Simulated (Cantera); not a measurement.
An isothermal, constant-pressure homogeneous reactor starts with NH3 : N2 = 1 : 2.1 (molar parts), at 1750 K and 101000 Pa. Integrator tolerance rtol = 1e-08.

Computed with Cantera and the gas-phase N/H chemistry of the illustrative SiF4/NH3 mechanism in the Surface Chemkin manual (1991). Walls and surfaces, which speed up NH3 decomposition in real reactors, are not modelled.

Q: What does this change do: temperature 1750 to 1850 K?

A: 
| quantity | before | after |
|---|---|---|
| x(NH3) at 2.00 s | 0.0531 (gas-phase equilibrium 5.75e-6) | 0.00478 (gas-phase equilibrium 4.67e-6) |
| x(H) at 2.00 s | 8.76e-5 (gas-phase equilibrium 0.000141) | 0.000294 (gas-phase equilibrium 0.000326) |
| x(N) at 2.00 s | 4.25e-8 (gas-phase equilibrium 1.15e-11) | 5.35e-8 (gas-phase equilibrium 6.85e-11) |
| x(N2H4) at 2.00 s | 7.63e-9 (gas-phase equilibrium <1e-12) | 2.00e-10 (gas-phase equilibrium <1e-12) |
| x(NH2) at 2.00 s | 3.97e-5 (gas-phase equilibrium 5.76e-9) | 1.07e-5 (gas-phase equilibrium 1.14e-8) |
| x(NH) at 2.00 s | 5.93e-7 (gas-phase equilibrium 1.17e-10) | 3.78e-7 (gas-phase equilibrium 4.42e-10) |
| x(N2H2) at 2.00 s | 3.40e-8 (gas-phase equilibrium <1e-12) | 1.93e-9 (gas-phase equilibrium <1e-12) |

Q: What does this change do: pressure from 101000 Pa to 49000 Pa?

A: 
```csv
quantity,before,after
x(NH3) at 2.00 s,0.0531 (gas-phase equilibrium 5.75e-6),0.0934 (gas-phase equilibrium 2.78e-6)
x(H) at 2.00 s,8.76e-5 (gas-phase equilibrium 0.000141),7.35e-5 (gas-phase equilibrium 0.000202)
x(N) at 2.00 s,4.25e-8 (gas-phase equilibrium 1.15e-11),6.89e-8 (gas-phase equilibrium 1.66e-11)
x(N2H4) at 2.00 s,7.63e-9 (gas-phase equilibrium <1e-12),1.11e-8 (gas-phase equilibrium <1e-12)
x(NH2) at 2.00 s,3.97e-5 (gas-phase equilibrium 5.76e-9),6.88e-5 (gas-phase equilibrium 4.01e-9)
x(NH) at 2.00 s,5.93e-7 (gas-phase equilibrium 1.17e-10),9.99e-7 (gas-phase equilibrium 1.17e-10)
x(N2H2) at 2.00 s,3.40e-8 (gas-phase equilibrium <1e-12),1.03e-7 (gas-phase equilibrium <1e-12)
```
